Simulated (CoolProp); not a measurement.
Dimethyl carbonate along the isobar 7.17 MPa: fugacity coefficient from the reference equation and from simpler models built on Tc = 557.0 K, pc = 4.909 MPa, ω = 0.346; each cubic takes its own stable root.

Model: reference Helmholtz-energy equation of state, Zhou 2011, in CoolProp.

```csv
T (K),phase,reference
391.7,liquid,0.03772
406.6,liquid,0.05402
421.5,liquid,0.07478
436.3,liquid,0.1003
451.2,liquid,0.1311
466.1,liquid,0.1674
481,liquid,0.2091
495.9,liquid,0.2559
510.7,liquid,0.3072
525.6,liquid,0.3628
540.5,liquid,0.4215
555.4,liquid,0.4815
570.2,supercritical,0.5398
585.1,supercritical,0.5922
600,supercritical,0.6338
```

How far does each simpler model (van der Waals, Redlich-Kwong, Peng-Robinson) lie from the reference over these 15 states: mean and median of the absolute difference, and the worst?


- van der Waals: mean 90.9 %, median 51.7 %, worst +335.6 % at 391.7 K and 7.17 MPa
- Redlich-Kwong: mean 30.1 %, median 21.5 %, worst +91.1 % at 391.7 K and 7.17 MPa
- Peng-Robinson: mean 0.7 %, median 0.3 %, worst -2.1 % at 600 K and 7.17 MPa
